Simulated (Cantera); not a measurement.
Cantera run, input and output.

```python
import numpy as np
import cantera as ct

gas = ct.Solution("gri30.yaml")


def delay(T, t_max=10):
    gas.TPX = T, 57000, {'CH4': 1, 'CO': 0.24, 'O2': 1.01, 'N2': 3.8}
    reactor = ct.IdealGasConstPressureReactor(gas, clone=False)
    net = ct.ReactorNet([reactor])
    net.rtol, net.atol = 1e-8, 1e-16
    while net.time < t_max:
        t_old, T_old = net.time, reactor.T
        net.step()
        if reactor.T > T + 400:  # ignition: a rise of 400 K
            return t_old + (T + 400 - T_old) / (reactor.T - T_old) * (net.time - t_old)
    return np.nan


taus = []
for T in [1275, 1375, 1475, 1575, 1675, 1775, 1875, 1975]:
    taus.append(delay(T))
    print(f"T0 = {T:6g} K   tau = {taus[-1]:.4e} s")
```

It prints:

```
T0 =   1275 K   tau = 4.5930e-02 s
T0 =   1375 K   tau = 1.1629e-02 s
T0 =   1475 K   tau = 3.4469e-03 s
T0 =   1575 K   tau = 1.2170e-03 s
T0 =   1675 K   tau = 5.1075e-04 s
T0 =   1775 K   tau = 2.4783e-04 s
T0 =   1875 K   tau = 1.3446e-04 s
T0 =   1975 K   tau = 7.9430e-05 s
```

Computed with Cantera and GRI-Mech 3.0 (53 species, 325 reactions).
